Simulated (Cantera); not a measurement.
Standard-state values (1 bar) from the NASA 1993 polynomials, evaluated with Cantera. Values are per mole of reaction as written; species without (g) are pure solids or liquids, kept so even where they would boil at 1 bar.

Zr + O2(g) ⇌ ZrO2(g)

| T (K) | ΔH° (kJ) | ΔS° (J/K) | ΔG° (kJ) | log10 K | condensed phases |
|---|---|---|---|---|---|
| 300 | ___ | ___ | ___ | ___ | Zr(α) |
| 1575 | ___ | ___ | ___ | ___ | Zr(β) |
| 1625 | -300.8 | 13.4 | -322.5 | 10.37 | Zr(β) |
| 1675 | ___ | ___ | ___ | ___ | Zr(β) |
| 1725 | -301.8 | 12.8 | -323.9 | 9.81 | Zr(β) |
| 1775 | ___ | ___ | ___ | ___ | Zr(β) |
| 1825 | -303.0 | 12.1 | -325.1 | 9.30 | Zr(β) |
| 1875 | -303.6 | 11.8 | -325.7 | 9.07 | Zr(β) |

What belongs in the gaps?


- 300, ΔH° (kJ): -286.2
- 300, ΔS° (J/K): 29.7
- 300, ΔG° (kJ): -295.1
- 300, log10 K: 51.38
- 1575, ΔH° (kJ): -300.3
- 1575, ΔS° (J/K): 13.7
- 1575, ΔG° (kJ): -321.9
- 1575, log10 K: 10.67
- 1675, ΔH° (kJ): -301.3
- 1675, ΔS° (J/K): 13.1
- 1675, ΔG° (kJ): -323.2
- 1675, log10 K: 10.08
- 1775, ΔH° (kJ): -302.4
- 1775, ΔS° (J/K): 12.4
- 1775, ΔG° (kJ): -324.5
- 1775, log10 K: 9.55
